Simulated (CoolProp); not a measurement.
The fluid at 298.15 K and 5.17 MPa (liquid) is heated at constant pressure to 434.8 K. The same conditions are run with several fluids, on thermodynamics alone (safety and materials aside).

The numbers come from the reference Helmholtz-energy equation of state of each fluid (R114: Platzer 1990; n-butane: Bücker 2006; o-xylene: Zhou 2012; decamethyltetrasiloxane (MD2M): Thol 2017; R141b: Lemmon 2006) in CoolProp. The equations of Platzer and Polt are older, rougher fits.

| fluid | heat (kJ/kg) | final phase | final density (kg/m³) |
|---|---|---|---|
| R114 | 156 | supercritical | 832 |
| n-butane | 412 | supercritical | … |
| o-xylene | … | liquid | … |
| decamethyltetrasiloxane (MD2M) | 256 | liquid | 725 |
| R141b | … | liquid | 927 |

Problem. Some entries are withheld; supply them.

Solution. 
- n-butane, final density (kg/m³): 328
- o-xylene, heat (kJ/kg): 271
- o-xylene, final density (kg/m³): 761
- R141b, heat (kJ/kg): 173
